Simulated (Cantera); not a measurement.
Input (Python, Cantera) and output of one run.

```python
import numpy as np
import cantera as ct

gas_names = """
    CL CL2 H HCL H2 N NH NH2 NH3 N2 N2H2 N2H4 Si SiCL SiCL2 SiCL3 SiCL4 SiH SiHCL3 SiH2 SiH2CL2 SiH3
    SiH3CL SiH4 SiN Si2 Si2N Si3
""".split()
cond_names = """
    NH4CL(a) NH4CL(b) Si(cr) Si(L) Si3N4(a)
""".split()


# ... load() reads the species with a 1 bar reference pressure and builds the phases ...
atoms = {
    'SiCl4': {'Si': 1, 'CL': 4},
    'N2': {'N': 2},
    'H2': {'H': 2},
}
top_T = {'Si3N4(a)': 2400}  # K; cautious upper limits of use, not melting points


# ... equilibrate(T, P, feed) seeds the gas with the atoms and calls Mixture.equilibrate('TP', solver="vcs", rtol=1e-11, max_steps=5000) ...
results = []
feed = {'SiCl4': 1, 'N2': 6.8, 'H2': 12}  # mol
P = 1000  # Pa
for T in [750, 850, 950, 1050, 1150, 1250, 1350, 1450, 1550, 1650, 1750, 1850, 1950, 2050]:
    mix = equilibrate(T, P, feed)
    results.append((T, P, feed, dict(zip(mix.species_names, mix.species_moles))))
    x = sorted(zip(gas.X, gas.species_names), reverse=True)
    print(f"T = {T:g} K  P = {P:g} Pa  gas = {mix.phase_moles(0):.4g} mol")
    print("   x: " + "  ".join(f"{s} {v:.3e}" for v, s in x if v > 1e-05))
    print("   condensed (mol): " + ("  ".join(f"{mix.phase(i).name} {mix.phase_moles(i):.4g}"
          for i in range(1, mix.n_phases) if mix.phase_moles(i) > 1e-12) or "none"))
```

Output:

```
T = 750 K  P = 1000 Pa  gas = 20.11 mol
   x: H2 5.028e-01  N2 3.068e-01  HCL 1.876e-01  SiCL4 2.818e-03  NH3 1.009e-05
   condensed (mol): Si3N4(a) 0.3144
T = 850 K  P = 1000 Pa  gas = 20.12 mol
   x: H2 5.002e-01  N2 3.059e-01  HCL 1.923e-01  SiCL4 1.609e-03
   condensed (mol): Si3N4(a) 0.3225
T = 950 K  P = 1000 Pa  gas = 20.13 mol
   x: H2 4.989e-01  N2 3.054e-01  HCL 1.946e-01  SiCL4 1.018e-03  SiHCL3 1.197e-05
   condensed (mol): Si3N4(a) 0.3264
T = 1050 K  P = 1000 Pa  gas = 20.13 mol
   x: H2 4.982e-01  N2 3.052e-01  HCL 1.958e-01  SiCL4 7.005e-04  SiHCL3 1.850e-05
   condensed (mol): Si3N4(a) 0.3284
T = 1150 K  P = 1000 Pa  gas = 20.13 mol
   x: H2 4.979e-01  N2 3.051e-01  HCL 1.964e-01  SiCL4 5.134e-04  SiCL3 3.473e-05  SiHCL3 2.643e-05  SiCL2 2.569e-05
   condensed (mol): Si3N4(a) 0.3293
T = 1250 K  P = 1000 Pa  gas = 20.13 mol
   x: H2 4.979e-01  N2 3.051e-01  HCL 1.962e-01  SiCL4 3.909e-04  SiCL2 2.327e-04  SiCL3 1.127e-04  SiHCL3 3.530e-05
   condensed (mol): Si3N4(a) 0.3282
T = 1350 K  P = 1000 Pa  gas = 20.15 mol
   x: H2 4.988e-01  N2 3.058e-01  HCL 1.934e-01  SiCL2 1.464e-03  SiCL3 2.932e-04  SiCL4 2.929e-04  SiHCL3 4.326e-05  H 1.683e-05
   condensed (mol): Si3N4(a) 0.3193
T = 1450 K  P = 1000 Pa  gas = 20.22 mol
   x: H2 5.022e-01  N2 3.081e-01  HCL 1.824e-01  SiCL2 6.406e-03  SiCL3 5.731e-04  SiCL4 1.873e-04  H 6.702e-05  SiHCL3 4.446e-05  CL 1.982e-05
   condensed (mol): Si3N4(a) 0.2847
T = 1550 K  P = 1000 Pa  gas = 20.39 mol
   x: H2 5.101e-01  N2 3.137e-01  HCL 1.566e-01  SiCL2 1.846e-02  SiCL3 7.384e-04  H 2.250e-04  SiCL4 8.229e-05  CL 5.511e-05  SiHCL3 3.297e-05
   condensed (mol): Si3N4(a) 0.2021
T = 1650 K  P = 1000 Pa  gas = 20.63 mol
   x: H2 5.209e-01  N2 3.214e-01  HCL 1.206e-01  SiCL2 3.556e-02  H 6.557e-04  SiCL3 6.175e-04  CL 1.190e-04  SiCL 3.662e-05  SiCL4 2.353e-05  SiHCL3 1.707e-05
   condensed (mol): Si3N4(a) 0.08386
T = 1750 K  P = 1000 Pa  gas = 20.82 mol
   x: H2 5.275e-01  N2 3.266e-01  HCL 9.592e-02  SiCL2 4.727e-02  H 1.689e-03  SiCL3 3.952e-04  CL 2.369e-04  SiCL 1.899e-04  Si 1.225e-04  SiH 1.177e-05
   condensed (mol): none
T = 1850 K  P = 1000 Pa  gas = 20.86 mol
   x: H2 5.247e-01  N2 3.259e-01  HCL 9.696e-02  SiCL2 4.647e-02  H 3.902e-03  Si 5.792e-04  CL 5.479e-04  SiCL 5.029e-04  SiCL3 2.536e-04  SiH 4.160e-05  SiH2 1.987e-05  Si2N 1.736e-05  SiN 1.268e-05
   condensed (mol): none
T = 1950 K  P = 1000 Pa  gas = 20.96 mol
   x: H2 5.183e-01  N2 3.244e-01  HCL 1.001e-01  SiCL2 4.397e-02  H 8.253e-03  Si 2.130e-03  CL 1.195e-03  SiCL 1.127e-03  SiCL3 1.683e-04  SiH 1.173e-04  Si2N 4.399e-05  SiH2 3.677e-05  SiN 3.571e-05  Si2 1.746e-05
   condensed (mol): none
T = 2050 K  P = 1000 Pa  gas = 21.15 mol
   x: H2 5.057e-01  N2 3.215e-01  HCL 1.070e-01  SiCL2 3.863e-02  H 1.613e-02  Si 5.834e-03  CL 2.526e-03  SiCL 2.062e-03  SiH 2.510e-04  SiCL3 1.125e-04  SiN 7.665e-05  Si2N 7.259e-05  SiH2 5.349e-05  Si2 5.133e-05
   condensed (mol): none
```

Method: chemical equilibrium by Gibbs-energy minimisation in Cantera with the NASA 1993 tables (ideal gas, pure condensed phases). N2 is the only nitrogen source here; it is nearly inert below about 1500 K, so the nitride shown seldom forms there in practice. The tables' values for SiCl, SiCl3, SiN are old estimates; treat these amounts as uncertain. Gases not in the tables: Si2H6 and higher silanes.
